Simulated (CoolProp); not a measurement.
Vapour-liquid equilibrium of propylene (1) + R22 (2) at 2.51 bar; x and y are mole fractions of (1).

Model: multi-fluid Helmholtz-energy mixture model, Lemmon 2013 and Kamei 1995; pair parameters Bell 2016, in CoolProp.

| x | bubble temperature (K) | y at the bubble point | dew temperature at overall composition x (K) | liquid density (mol/L) |
|---|---|---|---|---|
| 0.05 | 252.8 | 0.081 | 253.2 | 15.46 |
| 0.125 | 251.6 | 0.186 | 252.3 | 15.33 |
| 0.2 | 250.6 | 0.276 | 251.4 | 15.19 |
| 0.275 | 249.8 | 0.355 | 250.6 | 15.05 |
| 0.35 | 249.1 | 0.426 | 249.8 | 14.91 |
| 0.425 | 248.6 | 0.492 | 249.1 | 14.77 |
| 0.5 | 248.2 | 0.555 | 248.5 | 14.64 |
| 0.575 | 247.8 | 0.615 | 248.0 | 14.51 |
| 0.65 | 247.6 | 0.676 | 247.7 | 14.38 |
| 0.725 | 247.4 | 0.737 | 247.4 | 14.26 |
| 0.8 | 247.3 | 0.802 | 247.3 | 14.14 |
| 0.875 | 247.4 | 0.870 | 247.4 | 14.02 |
| 0.95 | 247.5 | 0.945 | 247.5 | 13.90 |

y crosses x between x = 0.8 and 0.875: the model has an azeotrope there.

The pair parameters rest on a limited set of measurements; away from them the model extrapolates.
